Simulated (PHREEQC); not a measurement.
0.085 g of hydrous ferric oxide (600 m²/g; 0.2 weak and 0.005 strong sites per Fe, Dzombak-Morel constants, diffuse double layer) in 1 kg of water with 0.001 mol/kgw of an inert sodium salt and 0.0007 mmol/kgw SrCl2, at 25 °C; the pH is set by adding NaOH or the inert anion's acid. Oxygen is held at 0.21 atm. CO2 from the air is kept out. No solid was allowed to form.

Base run: PHREEQC, ion-association model, wateq4f.dat. Each further column changes one thing. The table gives surface charge σ (C/m²).

| pH | base | background salt from 0.001 to 0.0001 mol/kgw | oxide from 0.085 to 0.43 g/kgw |
|---|---|---|---|
| 3 | 0.253 | ? | 0.259 |
| 4.33 | 0.090 | ? | 0.093 |
| 5 | 0.050 | 0.020 | 0.052 |
| 6.33 | 0.013 | 0.004 | 0.013 |
| 7.67 | 0.002 | ? | 0.002 |
| 9 | -0.004 | -0.001 | -0.004 |
| 9.67 | -0.010 | -0.004 | -0.010 |
| 11 | -0.054 | -0.043 | -0.055 |

Q: Complete the blanks.

A: 
- 3, background salt from 0.001 to 0.0001 mol/kgw: 0.224
- 4.33, background salt from 0.001 to 0.0001 mol/kgw: 0.045
- 7.67, background salt from 0.001 to 0.0001 mol/kgw: 0.001

The oxide is taken as insoluble; below pH 4 it would dissolve.
